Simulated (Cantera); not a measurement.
What does this Cantera script print?

```python
import numpy as np
import cantera as ct

gas_names = """
    H HNO HNO2 HNO3 HO2 H2 H2O H2O2 N NH NH2 NH3 NH2OH NO NO2 NO3 N2 N2H2 N2H4 N2O O OH O2 O3 Si SiH
    SiH2 SiH3 SiH4 SiN SiO SiO2 Si2 Si2N Si3
""".split()
cond_names = """
    H2O(s) H2O(L) Si(cr) Si(L) SiO2(Lqz) SiO2(hqz) SiO2(L) Si2N2O(s) Si3N4(a)
""".split()


# ... load() reads the species with a 1 bar reference pressure and builds the phases ...
atoms = {
    'Si3N4': {'Si': 3, 'N': 4},
    'H2O': {'H': 2, 'O': 1},
    'N2': {'N': 2},
}
top_T = {'Si2N2O(s)': 2100, 'Si3N4(a)': 2400}  # K; cautious upper limits of use, not melting points


# ... equilibrate(T, P, feed) seeds the gas with the atoms and calls Mixture.equilibrate('TP', solver="vcs", rtol=1e-11, max_steps=5000) ...
results = []
feed = {'Si3N4': 1, 'H2O': 0.39, 'N2': 14}  # mol
T = 1925  # K
P = 10000  # Pa
mix = equilibrate(T, P, feed)
results.append((T, P, feed, dict(zip(mix.species_names, mix.species_moles))))
x = sorted(zip(gas.X, gas.species_names), reverse=True)
print(f"T = {T:g} K  P = {P:g} Pa  gas = {mix.phase_moles(0):.4g} mol")
print("   x: " + "  ".join(f"{s} {v:.3e}" for v, s in x if v > 1e-05))
print("   condensed (mol): " + ("  ".join(f"{mix.phase(i).name} {mix.phase_moles(i):.4g}"
      for i in range(1, mix.n_phases) if mix.phase_moles(i) > 1e-12) or "none"))
```

Output:

```
T = 1925 K  P = 10000 Pa  gas = 14.88 mol
   x: N2 9.558e-01  H2 2.597e-02  SiO 1.757e-02  H 4.872e-04  Si 1.262e-04  Si2N 1.253e-05  SiN 1.224e-05
   condensed (mol): Si2N2O(s) 0.1287  Si3N4(a) 0.8263
```

Method: chemical equilibrium by Gibbs-energy minimisation in Cantera with the NASA 1993 tables (ideal gas, pure condensed phases). Mutual solubility and eutectic melting of coexisting phases are not modelled. The tables' values for SiN are old estimates; treat these amounts as uncertain.
